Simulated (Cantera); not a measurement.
A perfectly stirred reactor is fed with CH₄ : H₂O = 1 : 0.96 (molar parts), at 950000 Pa; it is held at 1275 K, and followed from long to short residence time.

Model: GRI-Mech 3.0 (53 species, 325 reactions), integrated in Cantera.

Question: What does this change do: temperature 1275 to 1948 K?

Answer: 
| quantity | before | after |
|---|---|---|
| x(CH₄) at τ = 8.90 s | 0.433 | 0.00845 |
| x(H₂O) at τ = 8.90 s | 0.470 | 0.00679 |
| x(CH₂O) at τ = 8.90 s | 3.49e-7 | 7.01e-7 |
| x(H₂) at τ = 8.90 s | 0.0676 | 0.738 |
| x(C₂H) at τ = 8.90 s | 1.49e-12 | 2.87e-8 |
| x(CH₄) at τ = 0.220 s | 0.507 | 0.0205 |
| x(H₂O) at τ = 0.220 s | 0.489 | 0.0533 |
| x(CH₂O) at τ = 0.220 s | 2.07e-7 | 7.62e-7 |
| x(H₂) at τ = 0.220 s | 0.00202 | 0.695 |
| x(C₂H) at τ = 0.220 s | <1e-12 | 1.53e-7 |

Question: What does this change do: H2O 0.96 to 0.47 parts?

Answer: 
| quantity | before | after |
|---|---|---|
| x(CH₄) at τ = 8.90 s | 0.433 | 0.575 |
| x(H₂O) at τ = 8.90 s | 0.470 | 0.304 |
| x(CH₂O) at τ = 8.90 s | 3.49e-7 | 1.92e-7 |
| x(H₂) at τ = 8.90 s | 0.0676 | 0.0832 |
| x(C₂H) at τ = 8.90 s | 1.49e-12 | 1.55e-12 |
| x(CH₄) at τ = 0.220 s | 0.507 | 0.677 |
| x(H₂O) at τ = 0.220 s | 0.489 | 0.319 |
| x(CH₂O) at τ = 0.220 s | 2.07e-7 | 1.17e-7 |
| x(H₂) at τ = 0.220 s | 0.00202 | 0.00256 |
| x(C₂H) at τ = 0.220 s | <1e-12 | <1e-12 |
GRI-Mech 3.0 stops at C3 and has no aromatics, soot or wall deposition, so with more carbon than oxygen in the feed, carbon stays in small species such as C2H2 where larger ones or solid carbon would form.

Question: What does this change do: pressure from 950000 Pa to 101000 Pa?

Answer: 
```
quantity                  before     after
----------------------  --------  --------
x(CH₄) at τ = 8.90 s       0.433     0.468
x(H₂O) at τ = 8.90 s       0.470     0.477
x(CH₂O) at τ = 8.90 s    3.49e-7   3.01e-7
x(H₂) at τ = 8.90 s       0.0676    0.0401
x(C₂H) at τ = 8.90 s    1.49e-12  3.84e-12
x(CH₄) at τ = 0.220 s      0.507     0.509
x(H₂O) at τ = 0.220 s      0.489     0.490
x(CH₂O) at τ = 0.220 s   2.07e-7   1.16e-7
x(H₂) at τ = 0.220 s     0.00202  0.000600
x(C₂H) at τ = 0.220 s     <1e-12    <1e-12
```
